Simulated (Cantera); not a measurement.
Charge: 1 mol MgO, a varied amount of HCl, at 1450 K and 1330 Pa.

These are equilibrium values from Cantera (NASA tables, ideal gas, pure condensed phases), not measurements of a reactor. Candidate condensed phases: H₂O, Mg, MgCl₂, MgO, Mg(OH)₂; 22 gas species. Equilibrium is a limit: real reactors are often held back by kinetics, nucleation or transport.

Task: Which condensed phases are stable at each of these points (n(HCl) (mol)): 4, 6.3, 10, 16, 26, 42, 67?

Result: 
```
n(HCl) (mol)  condensed phases  Mg condensed (%)
------------  ----------------  ----------------
4                       MgO(s)              78.0
6.3                     MgO(s)              65.4
10                      MgO(s)              45.0
16                      MgO(s)              12.1
26                    gas only               0.0
42                    gas only               0.0
67                    gas only               0.0
```

From 4 mol HCl to 16 mol HCl the condensed part is MgO(s). From 26 mol HCl to 67 mol HCl nothing is condensed.
